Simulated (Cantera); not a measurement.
Charge: 1 mol Na₂SO₄, 1.5 mol CO₂, held at 1.33 mbar.

Cantera equilibrium calculation (NASA polynomials, part measured and part estimated; ideal gas, pure solids and liquids). Candidate condensed phases: C, Na, NaO₂, Na₂CO₃, Na₂O, Na₂O₂, Na₂S, Na₂SO₄, S; 27 gas species. The numbers say what is thermodynamically allowed, not how fast it happens.

What share of the Na ends up in condensed phases as a function of T (K), at 1248, 1298, 1348, 1398, 1448, 1498, 1548, 1598, 1648?


```tsv
T (K)	Na condensed (%)	as
1248	99.9	Na₂SO₄(l)
1298	99.7	Na₂SO₄(l)
1348	99.3	Na₂SO₄(l)
1398	98.1	Na₂SO₄(l)
1448	95.2	Na₂SO₄(l)
1498	87.9	Na₂SO₄(l)
1548	65.1	Na₂SO₄(l)
1598	0.0	-
1648	0.0	-
```
